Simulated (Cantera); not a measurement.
Cantera run:

```python
import numpy as np
import cantera as ct

gas_names = [...]  # 115 gases of nasa_gas.yaml made of C, Ca, H, O
cond_names = """
    C(gr) C6H6(L) C7H8(L) C8H18(L),n-octa Ca(a) Ca(b) Ca(L) CaCO3(caL) CaO(s) CaO(L) CaO2H2(s) H2O(s)
    H2O(L)
""".split()


# ... load() reads the species with a 1 bar reference pressure and builds the phases ...
atoms = {
    'CaCO3': {'Ca': 1, 'C': 1, 'O': 3},
    'H2': {'H': 2},
    'CO2': {'C': 1, 'O': 2},
}
top_T = {'C(gr)': 4500}  # K; cautious upper limits of use, not melting points


# ... equilibrate(T, P, feed) seeds the gas with the atoms and calls Mixture.equilibrate('TP', solver="vcs", rtol=1e-11, max_steps=5000) ...
results = []
feed = {'CaCO3': 1, 'H2': 1.5, 'CO2': 0.2}  # mol
P = 10000  # Pa
for T in [525, 550, 575, 600, 625, 650, 675, 700, 725]:
    mix = equilibrate(T, P, feed)
    results.append((T, P, feed, dict(zip(mix.species_names, mix.species_moles))))

top = {s: max(r[3][s] / sum(r[3][g] for g in gas_names) for r in results) for s in gas_names}
cols = sorted((s for s in top if top[s] > 1e-05), key=lambda s: -top[s])[:7]
seen = [c for c in cond_names if any(r[3].get(c, 0) > 1e-12 for r in results)]
print("log10 of partial pressures in bar; condensed amounts in mol")
print(f"{'T/K':>10s}" + "".join(f"{s[:9]:>10s}" for s in cols + seen))
for T, P, feed, n in results:
    ng = sum(n[g] for g in gas_names)
    print(f"{T:10.4g}" + "".join(f"{np.log10(max(n[s] / ng * P / 1e5, 1e-99)):10.3f}" for s in cols)
          + "".join(f"{n.get(c, 0):10.4g}" for c in seen))
```

It prints:

```
log10 of partial pressures in bar; condensed amounts in mol
       T/K        H2       H2O       CH4       CO2        CO CaCO3(caL
       525    -1.269    -1.512    -1.813    -6.797    -8.494         1
       550    -1.269    -1.512    -1.813    -6.001    -7.519         1
       575    -1.269    -1.512    -1.813    -5.270    -6.625         1
       600    -1.268    -1.513    -1.814    -4.599    -5.806         1
       625    -1.266    -1.516    -1.817    -3.992    -5.059         1
       650    -1.260    -1.526    -1.827    -3.467    -4.394         1
       675    -1.246    -1.549    -1.853    -3.056    -3.832         1
       700    -1.225    -1.591    -1.899    -2.770    -3.378         1
       725    -1.199    -1.649    -1.969    -2.588    -3.015         1
```

Method: chemical equilibrium by Gibbs-energy minimisation in Cantera with the NASA 1993 tables (ideal gas, pure condensed phases).
